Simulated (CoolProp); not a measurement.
Properties of R1336mzz(E) along the isobar 3.62 MPa.

Model: reference Helmholtz-energy equation of state, Akasaka 2023, in CoolProp.

```json
[
 {"T (K)": "302.3", "phase": "liquid", "Z": "0.1779", "Joule-Thomson coefficient (K/MPa)": "-0.2064", "isothermal compressibility (1/MPa)": "0.003142", "expansivity (1/kK)": "2.191", "fugacity coefficient": "0.06714"},
 {"T (K)": "307.8", "phase": "liquid", "Z": "0.1769", "Joule-Thomson coefficient (K/MPa)": "-0.1837", "isothermal compressibility (1/MPa)": "0.003468", "expansivity (1/kK)": "2.280", "fugacity coefficient": "?"},
 {"T (K)": "313.3", "phase": "liquid", "Z": "0.1760", "Joule-Thomson coefficient (K/MPa)": "-0.1583", "isothermal compressibility (1/MPa)": "0.003844", "expansivity (1/kK)": "2.378", "fugacity coefficient": "0.09334"},
 {"T (K)": "318.9", "phase": "liquid", "Z": "0.1753", "Joule-Thomson coefficient (K/MPa)": "-0.1290", "isothermal compressibility (1/MPa)": "0.004289", "expansivity (1/kK)": "?", "fugacity coefficient": "0.1090"},
 {"T (K)": "324.4", "phase": "liquid", "Z": "0.1748", "Joule-Thomson coefficient (K/MPa)": "-0.09640", "isothermal compressibility (1/MPa)": "0.004800", "expansivity (1/kK)": "?", "fugacity coefficient": "0.1260"},
 {"T (K)": "329.9", "phase": "liquid", "Z": "0.1744", "Joule-Thomson coefficient (K/MPa)": "-0.05928", "isothermal compressibility (1/MPa)": "0.005401", "expansivity (1/kK)": "2.748", "fugacity coefficient": "0.1446"},
 {"T (K)": "335.4", "phase": "liquid", "Z": "0.1743", "Joule-Thomson coefficient (K/MPa)": "-0.01679", "isothermal compressibility (1/MPa)": "0.006114", "expansivity (1/kK)": "2.903", "fugacity coefficient": "0.1648"},
 {"T (K)": "340.9", "phase": "liquid", "Z": "0.1743", "Joule-Thomson coefficient (K/MPa)": "0.03218", "isothermal compressibility (1/MPa)": "0.006969", "expansivity (1/kK)": "3.080", "fugacity coefficient": "0.1866"},
 {"T (K)": "346.4", "phase": "liquid", "Z": "0.1745", "Joule-Thomson coefficient (K/MPa)": "0.08903", "isothermal compressibility (1/MPa)": "0.008005", "expansivity (1/kK)": "3.282", "fugacity coefficient": "0.2100"},
 {"T (K)": "351.9", "phase": "liquid", "Z": "0.1751", "Joule-Thomson coefficient (K/MPa)": "0.1556", "isothermal compressibility (1/MPa)": "0.009273", "expansivity (1/kK)": "3.516", "fugacity coefficient": "0.2350"},
 {"T (K)": "357.4", "phase": "liquid", "Z": "0.1759", "Joule-Thomson coefficient (K/MPa)": "0.2343", "isothermal compressibility (1/MPa)": "0.01085", "expansivity (1/kK)": "3.789", "fugacity coefficient": "0.2615"},
 {"T (K)": "362.9", "phase": "liquid", "Z": "0.1770", "Joule-Thomson coefficient (K/MPa)": "0.3284", "isothermal compressibility (1/MPa)": "0.01284", "expansivity (1/kK)": "4.112", "fugacity coefficient": "0.2894"},
 {"T (K)": "368.4", "phase": "liquid", "Z": "0.1785", "Joule-Thomson coefficient (K/MPa)": "0.4426", "isothermal compressibility (1/MPa)": "0.01540", "expansivity (1/kK)": "4.500", "fugacity coefficient": "0.3187"},
 {"T (K)": "373.9", "phase": "liquid", "Z": "0.1805", "Joule-Thomson coefficient (K/MPa)": "0.5838", "isothermal compressibility (1/MPa)": "0.01877", "expansivity (1/kK)": "4.976", "fugacity coefficient": "0.3492"},
 {"T (K)": "379.4", "phase": "liquid", "Z": "0.1831", "Joule-Thomson coefficient (K/MPa)": "0.7621", "isothermal compressibility (1/MPa)": "0.02334", "expansivity (1/kK)": "5.576", "fugacity coefficient": "0.3808"}
]
```

Problem. Some entries are withheld; supply them.

Solution. 
- 307.8, fugacity coefficient: 0.07950
- 318.9, expansivity (1/kK): 2.489
- 324.4, expansivity (1/kK): 2.611
